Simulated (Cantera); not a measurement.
**Premixed flame**

A freely propagating, adiabatic, planar premixed flame of CO : H2 : O2 : N2 = 1 : 0.65 : 1.06 : 3 (molar parts), equivalence ratio 0.78, unburnt at 575 K and 14000 Pa; mixture-averaged transport, grid criteria slope 0.08 and curve 0.16, no radiation.

Computed with Cantera and GRI-Mech 3.0 (53 species, 325 reactions). Burning velocities carry a grid error of a few per cent, more on coarse grids.

```json
[
 {"z (mm)": "-21.7", "T (K)": "575", "u (m/s)": "3.40", "x CO": "0.175", "x H2": "0.114", "x O2": "0.186", "x NO2": "<1e-8", "x NO": "<1e-8", "x H2O": "<1e-8"},
 {"z (mm)": "-14.5", "T (K)": "575", "u (m/s)": "3.40", "x CO": "0.175", "x H2": "0.114", "x O2": "0.186", "x NO2": "<1e-8", "x NO": "<1e-8", "x H2O": "<1e-8"},
 {"z (mm)": "-10.9", "T (K)": "575", "u (m/s)": "3.40", "x CO": "0.175", "x H2": "0.114", "x O2": "0.186", "x NO2": "<1e-8", "x NO": "<1e-8", "x H2O": "<1e-8"},
 {"z (mm)": "-7.24", "T (K)": "575", "u (m/s)": "3.40", "x CO": "0.175", "x H2": "0.114", "x O2": "0.186", "x NO2": "<1e-8", "x NO": "<1e-8", "x H2O": "<1e-8"},
 {"z (mm)": "-3.62", "T (K)": "577", "u (m/s)": "3.41", "x CO": "0.175", "x H2": "0.113", "x O2": "0.186", "x NO2": "<1e-8", "x NO": "<1e-8", "x H2O": "5.52e-5"},
 {"z (mm)": "-1.81", "T (K)": "670", "u (m/s)": "3.93", "x CO": "0.174", "x H2": "0.103", "x O2": "0.183", "x NO2": "<1e-8", "x NO": "<1e-8", "x H2O": "0.00479"},
 {"z (mm)": "0", "T (K)": "1062", "u (m/s)": "6.10", "x CO": "0.153", "x H2": "0.0427", "x O2": "0.149", "x NO2": "<1e-8", "x NO": "3.64e-7", "x H2O": "0.0506"},
 {"z (mm)": "1.81", "T (K)": "1380", "u (m/s)": "7.80", "x CO": "0.104", "x H2": "0.0116", "x O2": "0.0978", "x NO2": "<1e-8", "x NO": "3.64e-6", "x H2O": "0.0833"},
 {"z (mm)": "3.62", "T (K)": "1534", "u (m/s)": "8.55", "x CO": "0.0756", "x H2": "0.0124", "x O2": "0.0831", "x NO2": "<1e-8", "x NO": "8.51e-6", "x H2O": "0.0812"},
 {"z (mm)": "7.24", "T (K)": "1687", "u (m/s)": "9.28", "x CO": "0.0648", "x H2": "0.0129", "x O2": "0.0768", "x NO2": "<1e-8", "x NO": "1.70e-5", "x H2O": "0.0843"},
 {"z (mm)": "14.5", "T (K)": "1840", "u (m/s)": "10.0", "x CO": "0.0644", "x H2": "0.0118", "x O2": "0.0750", "x NO2": "<1e-8", "x NO": "2.91e-5", "x H2O": "0.0919"},
 {"z (mm)": "29.0", "T (K)": "1997", "u (m/s)": "10.7", "x CO": "0.0612", "x H2": "0.0101", "x O2": "0.0726", "x NO2": "<1e-8", "x NO": "5.07e-5", "x H2O": "0.0994"},
 {"z (mm)": "57.9", "T (K)": "2148", "u (m/s)": "11.4", "x CO": "0.0546", "x H2": "0.00808", "x O2": "0.0694", "x NO2": "<1e-8", "x NO": "0.000116", "x H2O": "0.106"}
]
```
x: mole fraction of selected species; z is measured from the peak of heat release.

```json
{
 "laminar_burning_velocity": "340 cm/s",
 "thermal_thickness": "7.24 mm",
 "grid_points": "169"
}
```
